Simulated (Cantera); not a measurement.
A Cantera script and what it prints.

```python
import numpy as np
import cantera as ct

gas_names = """
    N NO NO2 NO3 N2 N2O O O2 O3 Pb PbO Pb2
""".split()
cond_names = """
    Pb(cr) Pb(L) PbO(rd) PbO(yw) PbO(L) PbO2(s) Pb3O4(s)
""".split()


# ... load() reads the species with a 1 bar reference pressure and builds the phases ...
atoms = {
    'PbO': {'Pb': 1, 'O': 1},
    'N2': {'N': 2},
}
top_T = {'Pb3O4(s)': 820}  # K; cautious upper limits of use, not melting points


# ... equilibrate(T, P, feed) seeds the gas with the atoms and calls Mixture.equilibrate('TP', solver="vcs", rtol=1e-11, max_steps=5000) ...
results = []
feed = {'PbO': 1, 'N2': 15}  # mol
T = 500  # K
P = 1333.22  # Pa
mix = equilibrate(T, P, feed)
results.append((T, P, feed, dict(zip(mix.species_names, mix.species_moles))))
x = sorted(zip(gas.X, gas.species_names), reverse=True)
print(f"T = {T:g} K  P = {P:g} Pa  gas = {mix.phase_moles(0):.4g} mol")
print("   x: " + "  ".join(f"{s} {v:.3e}" for v, s in x if v > 0.0001))
print("   condensed (mol): " + ("  ".join(f"{mix.phase(i).name} {mix.phase_moles(i):.4g}"
      for i in range(1, mix.n_phases) if mix.phase_moles(i) > 1e-12) or "none"))
```

It prints:

```
T = 500 K  P = 1333.22 Pa  gas = 15 mol
   x: N2 1.000e+00
   condensed (mol): Pb(cr) 8.539e-12  PbO(rd) 1
```

Equilibrium computed with Cantera from the NASA thermochemical tables; the gas is ideal and each condensed phase is pure.
